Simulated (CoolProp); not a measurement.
Vapour-liquid equilibrium of m-xylene (1) + n-decane (2) at 0.0305 MPa; x and y are mole fractions of (1).

Model: multi-fluid Helmholtz-energy mixture model, Zhou 2012 and Lemmon 2006; pair parameters Bell 2016, in CoolProp.

**Question.** Give the bubble temperature and the first vapour's composition at x = 0.05, 0.35, 0.8. Is there an azeotrope?

**Answer.** x = 0.05: 402.5 K, y = 0.134; x = 0.35: 389.4 K, y = 0.613; x = 0.8: 376.8 K, y = 0.922. No azeotrope shows between x = 0.05 and 0.95.

Pair parameters are fitted to limited data, so mixtures are less certain than the pure fluids.
